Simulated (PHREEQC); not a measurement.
1.5 g of hydrous ferric oxide (600 m²/g; 0.2 weak and 0.005 strong sites per Fe, Dzombak-Morel constants, diffuse double layer) in 1 kg of water with 0.3 mol/kgw of an inert sodium salt and 1.1 mmol/kgw PbCl2, at 25 °C; the pH is set by adding NaOH or the inert anion's acid. O2 is buffered at 0.21 atm. No CO2 enters from the air. Nothing may precipitate in this run.

The numbers come from PHREEQC with the ion-association model, wateq4f.dat.

```tsv
pH	Pb sorbed (%)	surface charge σ (C/m²)	surface potential ψ (mV)
3	3.1	0.368	125
3.38	6.1	0.365	125
3.75	7.6	(withheld)	124
4.12	9.0	0.344	122
4.5	14.6	0.321	118
4.88	33.5	0.289	113
5.25	64.0	0.257	108
5.62	86.7	0.225	101
6	(withheld)	0.192	93
6.38	98.9	0.159	84
6.75	99.7	(withheld)	75
7.12	99.9	0.104	(withheld)
7.5	100.0	0.079	53
7.88	100.0	0.055	40
8.25	100.0	0.034	26
8.62	100.0	0.015	11
9	100.0	-0.005	-4
```

Task: Some entries are withheld; supply them.

Result: 
- 3.75, surface charge σ (C/m²): 0.358
- 6, Pb sorbed (%): 96.1
- 6.75, surface charge σ (C/m²): 0.131
- 7.12, surface potential ψ (mV): 65

The oxide is taken as insoluble; below pH 4 it would dissolve.
